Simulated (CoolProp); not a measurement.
R13 at 442.56 K and 3.37 MPa is throttled through a valve to 0.986 MPa with no heat exchange. Each further row changes one setting.

Computed with CoolProp (reference Helmholtz-energy equation of state, Platzer 1990). This equation is an older, rougher fit.

| case | temperature change (K) | final density (kg/m³) |
|---|---|---|
| as stated | -10.0 | 29.3 |
| outlet pressure 0.296 MPa | -13.0 | 8.72 |
| outlet pressure 1.28 MPa | -8.8 | 38.2 |
